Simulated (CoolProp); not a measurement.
Aqueous methanol as a coolant, at -10 °C, 1 atm.

Computed with CoolProp (Melinder's fits for secondary coolants).

| mass % | freezing point (°C) | cp (kJ/(kg K)) | density (kg/m³) | viscosity (mPa s) | conductivity (W/(m K)) |
|---|---|---|---|---|---|
| 16.1 | -11.5 | 4.127 | ___ | 4.62 | 0.468 |
| 20.3 | -15.4 | 4.022 | 974.0 | 5.06 | 0.450 |
| 24.6 | -19.7 | 3.914 | ___ | 5.40 | 0.432 |
| 28.9 | -24.4 | 3.811 | 965.1 | 5.60 | 0.414 |
| 33.2 | ___ | 3.714 | 960.1 | 5.67 | 0.397 |
| 37.4 | -35.1 | 3.622 | 954.6 | ___ | 0.381 |
| 41.7 | -41.2 | 3.529 | 948.4 | 5.44 | 0.365 |
| 46 | -47.8 | 3.434 | 941.6 | 5.17 | ___ |

Problem. Fill in the missing entries.

Solution. 
- 16.1, density (kg/m³): 978.0
- 24.6, density (kg/m³): 969.8
- 33.2, freezing point (°C): -29.6
- 37.4, viscosity (mPa s): 5.61
- 46, conductivity (W/(m K)): 0.350
